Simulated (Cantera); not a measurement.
Input (Python, Cantera):

```python
import numpy as np
import cantera as ct

gas = ct.Solution("gri30.yaml")
gas.TPX = 1350, 2100, {'N2O': 1, 'O2': 1.6}
reactor = ct.IdealGasConstPressureReactor(gas, energy="off", clone=False)
net = ct.ReactorNet([reactor])
net.rtol, net.atol = 1e-08, 1e-18
show = ['N2O', 'O2', 'O', 'NO', 'NO2', 'N2']
times = np.geomspace(0.0003, 100, 14)

steps = ct.SolutionArray(gas, extra=["t"])
rows = []
print(f"{'t/s':>10s}{'T/K':>9s}{'P/Pa':>11s}" + "".join(f"{s:>11s}" for s in show))
for t in times:
    while net.time < t:
        t_next = net.step()
        steps.append(gas.state, t=t_next)
    rows.append([np.interp(t, steps.t, y) for y in (steps.T, steps.P, *steps(*show).X.T)])
    print(f"{t:10.3e}{rows[-1][0]:9.1f}{rows[-1][1]:11.4g}" + "".join(f"{x:11.3e}" for x in rows[-1][2:]))
rate = np.gradient(steps.T, steps.t)
print("integrator steps:", len(steps.t))
if steps.T.max() > steps.T[0] + 200:
    print(f"time of steepest temperature rise: {steps.t[rate.argmax()]:.4e} s")
gas.TPX = 1350, 2100, {'N2O': 1, 'O2': 1.6}
gas.equilibrate("TP")
print(f"equilibrium (TP): T = {gas.T:.1f} K  " + "  ".join(f"{s} {gas[s].X[0]:.3e}" for s in show))
```

Output:

```
       t/s      T/K       P/Pa        N2O         O2          O         NO        NO2         N2
 3.000e-04   1350.0       2100  3.846e-01  6.154e-01  6.839e-06  8.492e-07  4.317e-13  1.134e-05
 7.979e-04   1350.0       2100  3.846e-01  6.154e-01  1.178e-05  4.469e-06  7.314e-12  3.547e-05
 2.122e-03   1350.0       2100  3.845e-01  6.154e-01  1.418e-05  1.779e-05  9.382e-11  1.085e-04
 5.645e-03   1350.0       2100  3.842e-01  6.154e-01  1.433e-05  5.537e-05  8.617e-10  3.079e-04
 1.501e-02   1350.0       2100  3.835e-01  6.155e-01  1.433e-05  1.553e-04  6.521e-09  8.376e-04
 3.993e-02   1350.0       2100  3.817e-01  6.156e-01  1.433e-05  4.200e-04  4.374e-08  2.241e-03
 1.062e-01   1350.0       2100  3.769e-01  6.161e-01  1.433e-05  1.117e-03  2.495e-07  5.937e-03
 2.825e-01   1350.0       2100  3.644e-01  6.172e-01  1.432e-05  2.921e-03  1.091e-06  1.551e-02
 7.513e-01   1350.0       2100  3.334e-01  6.199e-01  1.431e-05  7.391e-03  3.479e-06  3.922e-02
 1.998e+00   1350.0       2100  2.647e-01  6.260e-01  1.428e-05  1.731e-02  8.882e-06  9.189e-02
 5.315e+00   1350.0       2100  1.473e-01  6.365e-01  1.417e-05  3.422e-02  1.835e-05  1.819e-01
 1.414e+01   1350.0       2100  3.445e-02  6.467e-01  1.338e-05  5.027e-02  2.855e-05  2.685e-01
 3.760e+01   1350.0       2100  1.389e-03  6.499e-01  5.656e-06  5.447e-02  5.881e-05  2.942e-01
 1.000e+02   1350.0       2100  3.962e-06  6.501e-01  2.376e-06  5.446e-02  1.228e-04  2.953e-01
integrator steps: 982
equilibrium (TP): T = 1350.0 K  N2O 3.754e-09  O2 6.771e-01  O 2.412e-06  NO 6.252e-04  NO2 1.445e-06  N2 3.223e-01
```

Detailed kinetics in Cantera: GRI-Mech 3.0 (53 species, 325 reactions). GRI-Mech 3.0 was tuned for natural gas; its chemistry of N2O as a main component is partial and can be far from experiment. Radical loss at walls, strong at low pressure, is not modelled. The mechanism lacks the step 2 NO + O2 → 2 NO2, which can matter for NO2 below about 1400 K. The temperature is held fixed by assumption; the heat of reaction is taken as removed at once.
